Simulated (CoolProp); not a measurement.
Vapour-liquid equilibrium of R134a (1) + R236FA (2) at 1.09 MPa; x and y are mole fractions of (1).

Values from CoolProp's multi-fluid Helmholtz-energy mixture model, Tillner-Roth 1994 and Pan 2012; pair parameters Bell 2016.

### Question
Give the bubble temperature and the first vapour's composition at x = 0.2, 0.275, 0.725. Is there an azeotrope?

### Answer
x = 0.2: 339.8 K, y = 0.301; x = 0.275: 337.2 K, y = 0.397; x = 0.725: 323.0 K, y = 0.830. No azeotrope shows between x = 0.05 and 0.95.

Pair parameters are fitted to limited data, so mixtures are less certain than the pure fluids.
